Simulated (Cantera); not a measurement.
Charge: 1 mol SiH₄, 0.25 mol HCl, 50 mol H₂, at 7.50 Torr.

These are equilibrium values from Cantera (NASA tables, ideal gas, pure condensed phases), not measurements of a reactor. Candidate condensed phases: Si; 19 gas species. Rates play no part.

**Question.** At 1175 °C, list the 4 most abundant gas species with their mole fractions, and the condensed phases.

**Answer.** H₂ 0.995, HCl 0.00465, H 9.20e-5, SiCl₂ 6.69e-5. Condensed: Si(s).
